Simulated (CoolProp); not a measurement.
Methane at 293.15 K and 3.91 MPa flows at 0.32 m/s in a round tube of 20 mm bore and 15 µm roughness, fully developed (64/Re and Nu = 3.66 if laminar; Colebrook and Gnielinski if turbulent). Each further row changes one setting.

The numbers come from the reference Helmholtz-energy equation of state, Setzmann 1991 in CoolProp.

```csv
case,Reynolds number,Darcy friction factor,pressure drop (Pa/m),heat-transfer coefficient (W/(m² K)),mass flow (kg/h)
as stated,15100,0.0291,2.06,83.8,10.0
velocity 0.64 m/s,30200,0.0254,7.18,150,20.0
diameter 40 mm,30200,0.0244,0.865,72.1,40.1
```

Viscosity comes from a separate model (Quiñones-Cisneros 2006). Thermal conductivity comes from a separate model (Friend 1989).
